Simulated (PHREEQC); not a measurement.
Make-up at 20 °C: 0.02 mol/kgw CuSO4, 0.0094 mol/kgw HCl and 0.0013 mol/kgw NaCl. Closed to the air; pH follows from the charge balance.

Equilibrium calculation in PHREEQC: ion-association model, phreeqc.dat.

Each row changes one thing in this solution. Precipitation was switched off in this run.

```csv
case,pH,ionic strength (mol/kgw),SI of Halite (NaCl)
as made,2.26,0.0604,-6.62
CuSO4 replaced by NH4HSO4 at the same molality,1.75,0.0509,-6.60
NaCl replaced by NaF at the same molality,2.31,0.0595,-6.68
CuSO4 left out,2.07,0.0107,-6.51
temperature from 20 to 90 °C,2.57,0.0529,-6.76
temperature from 20 to 10 °C,2.24,0.0616,-6.61
HCl from 0.0094 to 0.00188 mol/kgw,2.98,0.0543,-7.14
NaCl replaced by Na2B4O7 at the same molality,2.40,0.0597,-6.38
temperature from 20 to 65 °C,2.42,0.0557,-6.70
```

Species that the database lacks are ignored. Constants without temperature data keep their 25 °C values here.
